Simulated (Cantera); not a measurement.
Charge: 1 mol MgCO₃, 0.85 mol O₂, 0.55 mol H₂O, at 1475 °C and 29.0 mbar.

Equilibrium computed with Cantera from the NASA thermochemical tables; the gas is ideal and each condensed phase is pure. Candidate condensed phases: C, C₆H₆, C₇H₈, C₈H₁₈, H₂O, Mg, MgCO₃, MgO, Mg(OH)₂; 116 gas species. Equilibrium is a limit: real reactors are often held back by kinetics, nucleation or transport.

Base state: CO₂ 0.416, O₂ 0.353, H₂O 0.228, OH 0.00208, CO 0.000485, O 0.000256, H₂ 7.36e-5, H 1.15e-5 (mole fractions); condensed: MgO(s).

**Question.** What changes in the equilibrium state with this change: 0.88 mol N₂ added?

**Answer.** 
```json
[
 {"species": "CO₂", "before": "0.416", "after": "0.304"},
 {"species": "N₂", "before": "0", "after": "0.267"},
 {"species": "O₂", "before": "0.353", "after": "0.258"},
 {"species": "H₂O", "before": "0.228", "after": "0.167"},
 {"species": "NO", "before": "0", "after": "0.00223"},
 {"species": "OH", "before": "0.00208", "after": "0.00164"},
 {"species": "O", "before": "0.000256", "after": "0.000219"},
 {"species": "H₂", "before": "7.36e-5", "after": "6.31e-5"},
 {"species": "MgO(s), mol", "before": "1.000", "after": "1.000"}
]
```

**Question.** What changes in the equilibrium state with this change: temperature from 1475 °C to 1300 °C?

**Answer.** 
```json
[
 {"species": "CO₂", "before": "0.416", "after": "0.417"},
 {"species": "O₂", "before": "0.353", "after": "0.354"},
 {"species": "H₂O", "before": "0.228", "after": "0.229"},
 {"species": "OH", "before": "0.00208", "after": "0.000599"},
 {"species": "H", "before": "1.15e-5", "after": "7.86e-7"},
 {"species": "CO", "before": "0.000485", "after": "5.71e-5"},
 {"species": "O", "before": "0.000256", "after": "3.65e-5"},
 {"species": "H₂", "before": "7.36e-5", "after": "1.08e-5"},
 {"species": "MgO(s), mol", "before": "1.000", "after": "1.00"}
]
```

**Question.** What changes in the equilibrium state with this change: temperature from 1475 °C to 1225 °C?

**Answer.** 
```json
[
 {"species": "CO₂", "before": "0.416", "after": "0.417"},
 {"species": "O₂", "before": "0.353", "after": "0.354"},
 {"species": "H₂O", "before": "0.228", "after": "0.229"},
 {"species": "OH", "before": "0.00208", "after": "0.000321"},
 {"species": "H", "before": "1.15e-5", "after": "2.06e-7"},
 {"species": "CO", "before": "0.000485", "after": "1.95e-5"},
 {"species": "O", "before": "0.000256", "after": "1.38e-5"},
 {"species": "MgO(s), mol", "before": "1.000", "after": "1.00"}
]
```
